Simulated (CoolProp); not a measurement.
Vapour-liquid equilibrium of n-heptane (1) + n-dodecane (2) at 0.00545 MPa; x and y are mole fractions of (1).

Values from CoolProp's multi-fluid Helmholtz-energy mixture model, Span 2003 and Lemmon 2004; pair parameters Bell 2016.

```json
[
 {"x": "0.05", "bubble temperature (°C)": "93.7", "y at the bubble point": "0.739", "dew temperature at overall composition x (°C)": "121.3", "liquid density (mol/L)": "4.154"},
 {"x": "0.2", "bubble temperature (°C)": "58.1", "y at the bubble point": "0.970", "dew temperature at overall composition x (°C)": "117.3", "liquid density (mol/L)": "4.567"},
 {"x": "0.35", "bubble temperature (°C)": "44.0", "y at the bubble point": "0.991", "dew temperature at overall composition x (°C)": "112.6", "liquid density (mol/L)": "4.922"},
 {"x": "0.5", "bubble temperature (°C)": "36.1", "y at the bubble point": "0.996", "dew temperature at overall composition x (°C)": "106.8", "liquid density (mol/L)": "5.286"},
 {"x": "0.65", "bubble temperature (°C)": "30.9", "y at the bubble point": "0.998", "dew temperature at overall composition x (°C)": "99.4", "liquid density (mol/L)": "5.681"},
 {"x": "0.8", "bubble temperature (°C)": "27.0", "y at the bubble point": "0.999", "dew temperature at overall composition x (°C)": "88.6", "liquid density (mol/L)": "6.120"},
 {"x": "0.95", "bubble temperature (°C)": "23.8", "y at the bubble point": "1.000", "dew temperature at overall composition x (°C)": "65.5", "liquid density (mol/L)": "6.618"}
]
```

No azeotrope shows between x = 0.05 and 0.95.

Pair parameters are fitted to limited data, so mixtures are less certain than the pure fluids. The gap from Raoult's law changes sign with composition, which may be real or a fault of the pair parameters; it wasn't checked against measurements.
